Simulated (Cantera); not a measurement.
A Cantera script and its output.

```python
import numpy as np
import cantera as ct

gas = ct.Solution("h2o2.yaml")
gas.TPX = 1000, 1400, {'H2': 0.16, 'O2': 1, 'N2': 2.4}
reactor = ct.IdealGasConstPressureReactor(gas, energy="off", clone=False)
net = ct.ReactorNet([reactor])
net.rtol, net.atol = 1e-08, 1e-18
show = ['H2', 'O2', 'OH', 'H', 'H2O2', 'HO2', 'H2O']
times = np.geomspace(0.0004, 20, 9)

steps = ct.SolutionArray(gas, extra=["t"])
rows = []
print(f"{'t/s':>10s}{'T/K':>9s}{'P/Pa':>11s}" + "".join(f"{s:>11s}" for s in show))
for t in times:
    while net.time < t:
        t_next = net.step()
        steps.append(gas.state, t=t_next)
    rows.append([np.interp(t, steps.t, y) for y in (steps.T, steps.P, *steps(*show).X.T)])
    print(f"{t:10.3e}{rows[-1][0]:9.1f}{rows[-1][1]:11.4g}" + "".join(f"{x:11.3e}" for x in rows[-1][2:]))
rate = np.gradient(steps.T, steps.t)
print("integrator steps:", len(steps.t))
if steps.T.max() > steps.T[0] + 200:
    print(f"time of steepest temperature rise: {steps.t[rate.argmax()]:.4e} s")
gas.TPX = 1000, 1400, {'H2': 0.16, 'O2': 1, 'N2': 2.4}
gas.equilibrate("TP")
print(f"equilibrium (TP): T = {gas.T:.1f} K  " + "  ".join(f"{s} {gas[s].X[0]:.3e}" for s in show))
```

Output:

```
       t/s      T/K       P/Pa         H2         O2         OH          H       H2O2        HO2        H2O
 4.000e-04   1000.0       1400  4.494e-02  2.809e-01  1.018e-11  4.879e-11  4.998e-15  5.181e-11  1.557e-11
 1.547e-03   1000.0       1400  4.494e-02  2.809e-01  1.496e-10  5.226e-10  7.621e-14  2.086e-10  6.800e-10
 5.981e-03   1000.0       1400  4.494e-02  2.809e-01  2.894e-07  9.793e-07  7.440e-12  2.274e-08  1.690e-06
 2.313e-02   1000.0       1400  1.552e-03  2.586e-01  1.121e-03  1.122e-02  5.248e-08  2.676e-06  3.758e-02
 8.944e-02   1000.0       1400  2.826e-04  2.631e-01  4.413e-04  8.294e-04  6.589e-08  2.129e-06  4.497e-02
 3.459e-01   1000.0       1400  1.593e-05  2.643e-01  9.738e-05  1.031e-05  4.696e-08  6.525e-07  4.590e-02
 1.337e+00   1000.0       1400  9.818e-07  2.644e-01  2.569e-05  1.865e-07  1.617e-08  9.108e-08  4.596e-02
 5.172e+00   1000.0       1400  1.054e-07  2.644e-01  9.016e-06  8.009e-09  4.495e-09  1.370e-08  4.597e-02
 2.000e+01   1000.0       1400  1.733e-08  2.644e-01  3.797e-06  5.992e-10  1.220e-09  2.635e-09  4.598e-02
integrator steps: 1741
equilibrium (TP): T = 1000.0 K  H2 6.648e-11  O2 2.644e-01  OH 2.408e-07  H 1.574e-13  H2O2 7.877e-12  HO2 2.581e-10  H2O 4.598e-02
```

Model: the H2/O2 subset of GRI-Mech 3.0, which has no nitrogen chemistry, integrated in Cantera. Radical loss at walls, strong at low pressure, is not modelled. The temperature is held fixed by assumption; the heat of reaction is taken as removed at once.
